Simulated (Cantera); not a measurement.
A Cantera script and its output.

```python
import numpy as np
import cantera as ct

gas = ct.Solution("gri30.yaml")
gas.TPX = 875, 500000, {'CO': 0.0012, 'O2': 0.0025, 'H2O': 0.02, 'N2': 1}
reactor = ct.IdealGasConstPressureReactor(gas, energy="off", clone=False)
net = ct.ReactorNet([reactor])
net.rtol, net.atol = 1e-08, 1e-18
show = ['CO', 'O2', 'H2O', 'H2O2', 'CO2', 'NO']
times = np.geomspace(1e-05, 100, 12)

steps = ct.SolutionArray(gas, extra=["t"])
rows = []
print(f"{'t/s':>10s}{'T/K':>9s}{'P/Pa':>11s}" + "".join(f"{s:>11s}" for s in show))
for t in times:
    while net.time < t:
        t_next = net.step()
        steps.append(gas.state, t=t_next)
    rows.append([np.interp(t, steps.t, y) for y in (steps.T, steps.P, *steps(*show).X.T)])
    print(f"{t:10.3e}{rows[-1][0]:9.1f}{rows[-1][1]:11.4g}" + "".join(f"{x:11.3e}" for x in rows[-1][2:]))
rate = np.gradient(steps.T, steps.t)
print("integrator steps:", len(steps.t))
if steps.T.max() > steps.T[0] + 200:
    print(f"time of steepest temperature rise: {steps.t[rate.argmax()]:.4e} s")
gas.TPX = 875, 500000, {'CO': 0.0012, 'O2': 0.0025, 'H2O': 0.02, 'N2': 1}
gas.equilibrate("TP")
print(f"equilibrium (TP): T = {gas.T:.1f} K  " + "  ".join(f"{s} {gas[s].X[0]:.3e}" for s in show))
```

Output:

```
       t/s      T/K       P/Pa         CO         O2        H2O       H2O2        CO2         NO
 1.000e-05    875.0      5e+05  1.172e-03  2.442e-03  1.954e-02  4.032e-24  5.675e-15  3.344e-29
 4.329e-05    875.0      5e+05  1.172e-03  2.442e-03  1.954e-02  1.108e-22  2.486e-14  6.822e-28
 1.874e-04    875.0      5e+05  1.172e-03  2.442e-03  1.954e-02  1.582e-20  1.185e-13  1.546e-26
 8.111e-04    875.0      5e+05  1.172e-03  2.442e-03  1.954e-02  2.103e-18  7.404e-13  2.665e-25
 3.511e-03    875.0      5e+05  1.172e-03  2.442e-03  1.954e-02  1.191e-16  5.010e-12  2.705e-24
 1.520e-02    875.0      5e+05  1.172e-03  2.442e-03  1.954e-02  3.166e-15  2.779e-11  1.558e-23
 6.579e-02    875.0      5e+05  1.172e-03  2.442e-03  1.954e-02  5.408e-14  1.772e-10  8.389e-23
 2.848e-01    875.0      5e+05  1.172e-03  2.442e-03  1.954e-02  6.765e-13  1.861e-09  6.546e-22
 1.233e+00    875.0      5e+05  1.172e-03  2.442e-03  1.954e-02  1.649e-11  3.816e-08  1.356e-20
 5.337e+00    875.0      5e+05  1.169e-03  2.440e-03  1.954e-02  1.321e-08  3.630e-06  2.510e-18
 2.310e+01    875.0      5e+05  1.022e-03  2.367e-03  1.954e-02  9.312e-08  1.505e-04  5.115e-16
 1.000e+02    875.0      5e+05  5.801e-04  2.147e-03  1.954e-02  4.784e-08  5.925e-04  5.461e-15
integrator steps: 529
equilibrium (TP): T = 875.0 K  CO 5.783e-15  O2 1.857e-03  H2O 1.955e-02  H2O2 8.551e-13  CO2 1.173e-03  NO 6.852e-07
```

Detailed kinetics in Cantera: GRI-Mech 3.0 (53 species, 325 reactions).
